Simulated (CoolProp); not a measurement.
Values from CoolProp's reference Helmholtz-energy equation of state, Akasaka 2023.

### Question
For R1224YDZ, give the phase and the cv (kJ/(kg K)) at 331.7 K and 0.101 MPa; 392.3 K and 0.101 MPa; 452.9 K and 0.101 MPa.

### Answer
- 331.7 K and 0.101 MPa: gas; cv 0.771
- 392.3 K and 0.101 MPa: gas; cv 0.858
- 452.9 K and 0.101 MPa: gas; cv 0.936
